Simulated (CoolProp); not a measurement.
Vapour-liquid equilibrium of propane (1) + c-C4F8 (RC318) (2) at -14.85 °C; x and y are mole fractions of (1).

Values from CoolProp's multi-fluid Helmholtz-energy mixture model, Lemmon 2009 and Platzer 1990; pair parameters Bell 2016. This equation is an older, rougher fit; its heat capacities, sound speeds and derivatives of the liquid may be far off and weren't checked against measurements.

```csv
x,"bubble pressure, mixture model (bar)","bubble pressure, Raoult's law (bar)","y, mixture model","y, Raoult's law"
0.05,(withheld),0.8031,0.382,0.182
0.2,(withheld),1.139,0.691,0.515
0.35,(withheld),1.475,(withheld),0.695
0.5,2.642,1.811,0.808,0.809
0.65,2.770,2.147,0.834,0.887
0.8,(withheld),2.483,(withheld),0.944
0.95,(withheld),2.819,0.951,0.988
```

### Question
What belongs in the gaps?

### Answer

- 0.05, bubble pressure, mixture model (bar): 1.084
- 0.2, bubble pressure, mixture model (bar): 1.956
- 0.35, bubble pressure, mixture model (bar): 2.420
- 0.35, y, mixture model: 0.773
- 0.8, bubble pressure, mixture model (bar): 2.875
- 0.8, y, mixture model: 0.870
- 0.95, bubble pressure, mixture model (bar): 2.943

The largest gap from Raoult's law is +71.7 % in bubble pressure, at x = 0.2. No azeotrope shows between x = 0.05 and 0.95.

Pair parameters are fitted to limited data, so mixtures are less certain than the pure fluids. With so large a gap from Raoult's law the liquid may split in two, which this calculation doesn't test in full.
